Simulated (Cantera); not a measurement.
Input (Python, Cantera) and output of one run.

```python
import numpy as np
import cantera as ct

gas_names = [...]  # 95 gases of nasa_gas.yaml made of C, F, H
cond_names = """
    C(gr) C6H6(L) C7H8(L) C8H18(L),n-octa
""".split()


# ... load() reads the species with a 1 bar reference pressure and builds the phases ...
atoms = {
    'C2F6': {'C': 2, 'F': 6},
    'CH4': {'C': 1, 'H': 4},
    'H2': {'H': 2},
}
top_T = {'C(gr)': 4500}  # K; cautious upper limits of use, not melting points


# ... equilibrate(T, P, feed) seeds the gas with the atoms and calls Mixture.equilibrate('TP', solver="vcs", rtol=1e-11, max_steps=5000) ...
results = []
T = 1650  # K
P = 13332.2  # Pa
for m in [0.7, 2, 3.3, 4.6, 5.9, 7.2, 8.6, 9.9, 11, 12, 14]:
    feed = {'C2F6': 1, 'CH4': 0.021, 'H2': m}  # mol
    mix = equilibrate(T, P, feed)
    results.append((T, P, feed, dict(zip(mix.species_names, mix.species_moles))))

top = {s: max(r[3][s] / sum(r[3][g] for g in gas_names) for r in results) for s in gas_names}
cols = sorted((s for s in top if top[s] > 0.001), key=lambda s: -top[s])[:7]
seen = [c for c in cond_names if any(r[3].get(c, 0) > 1e-12 for r in results)]
print("log10 of partial pressures in bar; condensed amounts in mol")
print(f"{'n(H2)':>10s}" + "".join(f"{s[:9]:>10s}" for s in cols + seen))
for T, P, feed, n in results:
    ng = sum(n[g] for g in gas_names)
    print(f"{feed['H2']:10.4g}" + "".join(f"{np.log10(max(n[s] / ng * P / 1e5, 1e-99)):10.3f}" for s in cols)
          + "".join(f"{n.get(c, 0):10.4g}" for c in seen))
```

Output:

```
log10 of partial pressures in bar; condensed amounts in mol
     n(H2)        HF        H2       CF4     C(gr)
       0.7    -1.121    -8.568    -1.240    0.8912
         2    -0.923    -7.866    -1.855     1.541
       3.3    -0.899    -2.144   -13.202     2.021
       4.6    -0.980    -1.543   -14.727     2.021
       5.9    -1.048    -1.358   -15.370     2.021
       7.2    -1.107    -1.258   -15.806      2.02
       8.6    -1.163    -1.190   -16.165      2.02
       9.9    -1.209    -1.146   -16.437      2.02
        11    -1.244    -1.117   -16.635     2.019
        12    -1.274    -1.096   -16.797     2.019
        14    -1.328    -1.064   -17.079     2.019
```

These are equilibrium values from Cantera (NASA tables, ideal gas, pure condensed phases), not measurements of a reactor. The feed counts by its element totals alone. Gases not in the tables: C2F6 and larger saturated fluorocarbons.
